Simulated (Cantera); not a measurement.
Input (Python, Cantera) and output of one run.

```python
import numpy as np
import cantera as ct

gas_names = """
    H HNO HNO2 HNO3 HO2 H2 H2O H2O2 N NH NH2 NH3 NH2OH NO NO2 NO3 N2 N2H2 N2H4 N2O O OH O2 O3 Si SiH
    SiH2 SiH3 SiH4 SiN SiO SiO2 Si2 Si2N Si3
""".split()
cond_names = """
    H2O(s) H2O(L) Si(cr) Si(L) SiO2(Lqz) SiO2(hqz) SiO2(L) Si2N2O(s) Si3N4(a)
""".split()


# ... load() reads the species with a 1 bar reference pressure and builds the phases ...
atoms = {
    'Si3N4': {'Si': 3, 'N': 4},
    'O2': {'O': 2},
    'H2': {'H': 2},
    'N2O': {'N': 2, 'O': 1},
}
top_T = {'Si2N2O(s)': 2100, 'Si3N4(a)': 2400}  # K; cautious upper limits of use, not melting points


# ... equilibrate(T, P, feed) seeds the gas with the atoms and calls Mixture.equilibrate('TP', solver="vcs", rtol=1e-11, max_steps=5000) ...
results = []
feed = {'Si3N4': 1, 'O2': 0.074, 'H2': 280, 'N2O': 0.042}  # mol
T = 2073.15  # K
P = 13000  # Pa
mix = equilibrate(T, P, feed)
results.append((T, P, feed, dict(zip(mix.species_names, mix.species_moles))))
x = sorted(zip(gas.X, gas.species_names), reverse=True)
print(f"T = {T:g} K  P = {P:g} Pa  gas = {mix.phase_moles(0):.4g} mol")
print("   x: " + "  ".join(f"{s} {v:.3e}" for v, s in x if v > 1e-06))
print("   condensed (mol): " + ("  ".join(f"{mix.phase(i).name} {mix.phase_moles(i):.4g}"
      for i in range(1, mix.n_phases) if mix.phase_moles(i) > 1e-12) or "none"))
```

Output:

```
T = 2073.15 K  P = 13000 Pa  gas = 283.5 mol
   x: H2 9.838e-01  H 7.242e-03  N2 7.197e-03  Si 7.680e-04  SiO 6.701e-04  SiH 1.579e-04  SiH2 1.560e-04  Si2 9.433e-06  Si2N 6.352e-06  SiN 5.168e-06  Si3 1.952e-06
   condensed (mol): Si(L) 2.491
```

Cantera equilibrium calculation (NASA polynomials, part measured and part estimated; ideal gas, pure solids and liquids). Gases not in the tables: Si2H6 and higher silanes.
